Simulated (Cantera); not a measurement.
**Equilibrium for iron carbonyl, mercury and lead vapours: HgO + O₂ + N₂**

Charge: 1 mol HgO, 1.1 mol O₂, 0.31 mol N₂, equilibrated at 100 Torr.

Cantera equilibrium calculation (NASA polynomials, part measured and part estimated; ideal gas, pure solids and liquids). Candidate condensed phases: Hg, HgO; 10 gas species. The numbers say what is thermodynamically allowed, not how fast it happens.

```
T (K)   x O₂      x Hg   x N₂      x NO       x O    x NO₂     x N₂O  n HgO(s)
-----  -----  --------  -----  --------  --------  -------  --------  --------
523    0.780  0.000829  0.220   1.41e-9    <1e-12  3.16e-8    <1e-12     0.999
673    0.550     0.344  0.107   8.92e-8    <1e-12  8.51e-8  1.69e-12         0
823    0.550     0.344  0.107   1.75e-6    <1e-12  2.51e-7  2.43e-11         0
973    0.550     0.344  0.107   1.37e-5  1.37e-10  5.31e-7  1.56e-10         0
1123   0.550     0.344  0.106   6.21e-5   8.93e-9  9.24e-7  6.16e-10         0
1273   0.550     0.344  0.106  0.000197   2.18e-7  1.42e-6   1.78e-9         0
1423   0.550     0.344  0.106  0.000489   2.73e-6  1.99e-6   4.13e-9         0
```
x: gas mole fraction; n: condensed amount in mol.

At 523 K the condensed part is HgO(s). From 673 K to 1423 K nothing is condensed. The main Hg-bearing gas is Hg throughout.
